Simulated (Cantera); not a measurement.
Feed: 1 mol PbO, 3.6 mol C, 7.4 mol N2, equilibrated at 2523 K and 1000 Pa.

Cantera equilibrium calculation (NASA polynomials, part measured and part estimated; ideal gas, pure solids and liquids). Candidate condensed phases: C, Pb, PbO, PbO2, Pb3O4; 27 gas species. The numbers say what is thermodynamically allowed, not how fast it happens.

Base state: N2 0.786, CO 0.106, Pb 0.106, CN 0.00110, C3 7.09e-5, C2N2 7.00e-5, C 2.28e-5 (mole fractions); condensed: C(graphite).

Question: What changes in the equilibrium state with this change: pressure from 1000 Pa to 47000 Pa?

Answer: 
```csv
species,before,after
N2,0.786,0.787
CO,0.106,0.106
Pb,0.106,0.106
CN,0.00110,0.000161
C3,7.09e-5,1.51e-6
Pb2,2.37e-7,1.12e-5
C,2.28e-5,4.84e-7
C2N2,7.00e-5,7.01e-5
"C(graphite), mol",2.59,2.60
```

Question: What changes in the equilibrium state with this change: temperature from 2523 K to 1675 K?

Answer: 
```csv
species,before,after
N2,0.786,0.787
CO,0.106,0.106
Pb,0.106,0.106
CN,0.00110,3.13e-8
C3,7.09e-5,<1e-9
C,2.28e-5,<1e-9
C2N2,7.00e-5,3.74e-8
"C(graphite), mol",2.59,2.60
```

Question: What changes in the equilibrium state with this change: temperature from 2523 K to 1400 K?

Answer: 
| species | before | after |
|---|---|---|
| N2 | 0.786 | 0.787 |
| CO | 0.106 | 0.106 |
| Pb | 0.106 | 0.106 |
| CN | 0.00110 | <1e-9 |
| C3 | 7.09e-5 | <1e-9 |
| C2N2 | 7.00e-5 | <1e-9 |
| C | 2.28e-5 | <1e-9 |
| C(graphite), mol | 2.59 | 2.60 |
